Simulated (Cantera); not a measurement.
Input: 1 mol SiCl4, 0.13 mol Cl2, a varied amount of N2, equilibrated at 1500 K and 1.90 bar.

Cantera equilibrium calculation (NASA polynomials, part measured and part estimated; ideal gas, pure solids and liquids). Candidate condensed phases: Si, Si3N4; 13 gas species. The numbers say what is thermodynamically allowed, not how fast it happens.

Task: At 76 mol N2, list the 4 most abundant gas species with their mole fractions, and the condensed phases.

Result: N2 0.985, SiCl4 0.0129, Cl 0.00135, Cl2 0.00101. Condensed: gas only.
